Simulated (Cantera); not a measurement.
Thermodynamics of silicon oxide and oxynitride deposition, feed Si2H6 + NO + N2

Charge: 1 mol Si2H6, 4.4 mol NO, 3.7 mol N2, equilibrated at 677 °C and 75.0 Torr.

Cantera equilibrium calculation (NASA polynomials, part measured and part estimated; ideal gas, pure solids and liquids). Candidate condensed phases: H2O, Si, SiO2, Si2N2O, Si3N4; 35 gas species. The feed counts by its element totals alone. Equilibrium is a limit: real reactors are often held back by kinetics, nucleation or transport.

- x(N2): 0.663
- x(H2): 0.292
- x(H2O): 0.0449
- x(NH3): 1.06e-5
- n(SiO2(β-quartz)): 2.00 mol
- gas amount: 8.900 mol
- log10 activity of Si(s) (absent): -17.52
